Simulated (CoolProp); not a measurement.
Carbon dioxide at 298.15 K and 11.8 MPa flows at 8.1 m/s in a round tube of 10 mm bore and 1.5 µm roughness, fully developed (64/Re and Nu = 3.66 if laminar; Colebrook and Gnielinski if turbulent). Each further row changes one setting.

Computed with CoolProp (reference Helmholtz-energy equation of state, Span 1996).

| case | Reynolds number | Darcy friction factor | pressure drop (Pa/m) | heat-transfer coefficient (W/(m² K)) | mass flow (kg/h) |
|---|---|---|---|---|---|
| as stated | (withheld) | 0.0143 | 39400 | (withheld) | (withheld) |
| velocity 16.2 m/s | 1710000 | (withheld) | 151000 | 44400 | (withheld) |
| diameter 20 mm | 1710000 | (withheld) | 17300 | (withheld) | (withheld) |

### Question
Some entries are withheld; supply them.

### Answer

- as stated, Reynolds number: 856000
- as stated, heat-transfer coefficient (W/(m² K)): 23000
- as stated, mass flow (kg/h): 1930
- velocity 16.2 m/s, Darcy friction factor: 0.0137
- velocity 16.2 m/s, mass flow (kg/h): 3860
- diameter 20 mm, Darcy friction factor: 0.0125
- diameter 20 mm, heat-transfer coefficient (W/(m² K)): 20500
- diameter 20 mm, mass flow (kg/h): 7720

Viscosity comes from a separate model (Laesecke 2017). Thermal conductivity comes from a separate model (Huber 2016).
